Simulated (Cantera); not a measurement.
An isothermal, constant-pressure homogeneous reactor starts with NO : N₂ = 1 : 0.47 (molar parts), at 2150 K and 53000 Pa.

Cantera simulation using GRI-Mech 3.0 (53 species, 325 reactions); the numbers are that mechanism's predictions, not measurements.

Question: Predict: x(NO) at 2.00 s; x(N₂) at 2.00 s; x(NO₂) at 2.00 s; x(O) at 2.00 s; x(O₂) at 2.00 s; x(N₂O) at 2.00 s.

Answer: 
```json
{
  "x(NO) at 2.00 s": "0.0148 (gas-phase equilibrium 0.0129)",
  "x(N₂) at 2.00 s": "0.652 (gas-phase equilibrium 0.653)",
  "x(NO₂) at 2.00 s": "1.85e-5 (gas-phase equilibrium 1.62e-5)",
  "x(O) at 2.00 s": "0.00156 (gas-phase equilibrium 0.00156)",
  "x(O₂) at 2.00 s": "0.332 (gas-phase equilibrium 0.333)",
  "x(N₂O) at 2.00 s": "4.97e-7 (gas-phase equilibrium 4.77e-7)"
}
```
